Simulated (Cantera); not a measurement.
A Cantera script and what it prints.

```python
import numpy as np
import cantera as ct

gas_names = """
    H H2 N NH NH2 NH3 N2 N2H2 N2H4 Si SiH SiH2 SiH3 SiH4 SiN Si2 Si2N Si3
""".split()
cond_names = """
    Si(cr) Si(L) Si3N4(a)
""".split()


def load(file, names, dense=False):
    # The tables refer to 1 bar. Condensed volumes are neglected.
    table = {s.name: s for s in ct.Species.list_from_file(file)}
    out = []
    for n in names:
        d = dict(table[n].input_data)
        d["thermo"] = dict(d["thermo"], **{"reference-pressure": 1e5})
        if dense:
            d["equation-of-state"] = {"model": "constant-volume", "density": "1e6 g/cm^3"}
        out.append(ct.Species.from_dict(d))
    return out


gas = ct.Solution(thermo="ideal-gas", species=load("nasa_gas.yaml", gas_names))
cond = {s.name: ct.Solution(thermo="fixed-stoichiometry", species=[s], name=s.name)
        for s in load("nasa_condensed.yaml", cond_names, dense=True)}
atoms = {
    'SiH4': {'Si': 1, 'H': 4},
    'NH3': {'N': 1, 'H': 3},
    'N2': {'N': 2},
}
top_T = {'Si3N4(a)': 2400}  # K; cautious upper limits of use, not melting points


def equilibrate(T, P, feed):
    n = {}
    for name, mol in feed.items():
        for a, k in atoms[name].items():
            n[a] = n.get(a, 0.0) + k * mol
    gas.TPX = T, P, n
    mass = sum(n.values()) * gas.mean_molecular_weight
    gas.equilibrate("TP")
    valid = [c for c in cond.values() if c.min_temp <= T <= top_T.get(c.name, c.max_temp)]
    mix = ct.Mixture([(gas, mass / gas.mean_molecular_weight)] + [(c, 0.0) for c in valid])
    mix.T, mix.P = T, P
    mix.equilibrate("TP", solver="vcs", rtol=1e-11, max_steps=5000)
    return mix


results = []
feed = {'SiH4': 1, 'NH3': 1.3, 'N2': 5.3}  # mol
P = 1200  # Pa
for T in [1523, 1573, 1623, 1673, 1723, 1773, 1823, 1873, 1923, 1973, 2023, 2073, 2123]:
    mix = equilibrate(T, P, feed)
    results.append((T, P, feed, dict(zip(mix.species_names, mix.species_moles))))
    x = sorted(zip(gas.X, gas.species_names), reverse=True)
    print(f"T = {T:g} K  P = {P:g} Pa  gas = {mix.phase_moles(0):.4g} mol")
    print("   x: " + "  ".join(f"{s} {v:.3e}" for v, s in x if v > 0.001))
    print("   condensed (mol): " + ("  ".join(f"{mix.phase(i).name} {mix.phase_moles(i):.4g}"
          for i in range(1, mix.n_phases) if mix.phase_moles(i) > 1e-12) or "none"))
```

Output:

```
T = 1523 K  P = 1200 Pa  gas = 9.234 mol
   x: N2 5.722e-01  H2 4.277e-01
   condensed (mol): Si3N4(a) 0.3333
T = 1573 K  P = 1200 Pa  gas = 9.234 mol
   x: N2 5.721e-01  H2 4.276e-01
   condensed (mol): Si3N4(a) 0.3333
T = 1623 K  P = 1200 Pa  gas = 9.235 mol
   x: N2 5.721e-01  H2 4.275e-01
   condensed (mol): Si3N4(a) 0.3333
T = 1673 K  P = 1200 Pa  gas = 9.237 mol
   x: N2 5.720e-01  H2 4.273e-01
   condensed (mol): Si3N4(a) 0.3333
T = 1723 K  P = 1200 Pa  gas = 9.239 mol
   x: N2 5.719e-01  H2 4.270e-01  H 1.088e-03
   condensed (mol): Si3N4(a) 0.3332
T = 1773 K  P = 1200 Pa  gas = 9.244 mol
   x: N2 5.717e-01  H2 4.264e-01  H 1.696e-03
   condensed (mol): Si3N4(a) 0.3327
T = 1823 K  P = 1200 Pa  gas = 9.916 mol
   x: N2 6.000e-01  H2 3.971e-01  H 2.492e-03
   condensed (mol): Si(L) 0.9953
T = 1873 K  P = 1200 Pa  gas = 9.926 mol
   x: N2 5.994e-01  H2 3.960e-01  H 3.708e-03
   condensed (mol): Si(L) 0.991
T = 1923 K  P = 1200 Pa  gas = 9.942 mol
   x: N2 5.984e-01  H2 3.945e-01  H 5.402e-03  Si 1.414e-03
   condensed (mol): Si(L) 0.9831
T = 1973 K  P = 1200 Pa  gas = 9.966 mol
   x: N2 5.969e-01  H2 3.924e-01  H 7.716e-03  Si 2.629e-03
   condensed (mol): Si(L) 0.9692
T = 2023 K  P = 1200 Pa  gas = 10 mol
   x: N2 5.946e-01  H2 3.893e-01  H 1.082e-02  Si 4.741e-03
   condensed (mol): Si(L) 0.9451
T = 2073 K  P = 1200 Pa  gas = 10.06 mol
   x: N2 5.911e-01  H2 3.849e-01  H 1.489e-02  Si 8.306e-03
   condensed (mol): Si(L) 0.9045
T = 2123 K  P = 1200 Pa  gas = 10.15 mol
   x: N2 5.857e-01  H2 3.786e-01  H 2.015e-02  Si 1.417e-02
   condensed (mol): Si(L) 0.8372
```

These are equilibrium values from Cantera (NASA tables, ideal gas, pure condensed phases), not measurements of a reactor. The tables' values for SiN are old estimates; treat these amounts as uncertain. Gases not in the tables: Si2H6 and higher silanes.
